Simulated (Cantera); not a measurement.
A perfectly stirred reactor is fed with 15.7 % CH4, 0.487 % CO, 17.6 % O2, 66.2 % N2, equivalence ratio 1.8, at 5.30 bar; it is adiabatic with a 400 K inlet, and is followed from long to short residence time, starting on the burning branch (τ in s: 0.035, 0.017, 0.0081, 0.0039, 0.0019, 0.0009, 0.00044, 0.00021, 0.0001, 4.9e-05, 2.3e-05, 1.1e-05, 5.4e-06).

Cantera simulation using GRI-Mech 3.0 (53 species, 325 reactions); the numbers are that mechanism's predictions, not measurements.

x: mole fraction; the columns are a selection and need not sum to one.

```csv
τ (s),T (K),x CH4,x CO,x O2,x H2O2,x C2H
0.035,1838,0.0116,0.0831,0.000806,1.99e-8,7.19e-8
0.017,1842,…,0.0794,…,…,…
0.0081,1841,0.0160,0.0768,0.00268,7.40e-8,1.22e-7
0.0039,1829,0.0188,0.0755,0.00491,1.46e-7,1.35e-7
0.0019,1794,0.0227,0.0758,0.00948,3.06e-7,1.16e-7
0.00090,400,0.157,0.00487,0.176,<1e-12,<1e-12
0.00044,400,0.157,0.00487,0.176,<1e-12,<1e-12
0.00021,400,0.157,0.00487,0.176,<1e-12,<1e-12
0.00010,400,0.157,0.00487,0.176,<1e-12,<1e-12
4.9e-5,400,0.157,0.00487,0.176,<1e-12,<1e-12
2.3e-5,400,0.157,0.00487,0.176,<1e-12,<1e-12
1.1e-5,400,0.157,0.00487,0.176,<1e-12,<1e-12
5.4e-6,400,0.157,0.00487,0.176,<1e-12,<1e-12
```

Fill in the missing entries.


- 0.017, x CH4: 0.0137
- 0.017, x O2: 0.00146
- 0.017, x H2O2: 3.79e-8
- 0.017, x C2H: 9.75e-8
